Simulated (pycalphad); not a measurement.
Source of the numbers: pycalphad with the COST 507 light-alloy database (1999); pressure 1 atm. The data set is of 1999 and partly superseded. Diffusion is slow at the low end, where real alloys seldom reach equilibrium.

**Cu-0.31Si (at.%): equilibrium cooling sequence**

| T (K) | phases above | phases below |
|---|---|---|
| 1355.4 | liquid | fcc + liquid |
| 1351.1 | fcc + liquid | fcc |

Changes were sought between steps of 75 K, so a narrower field can be missed.
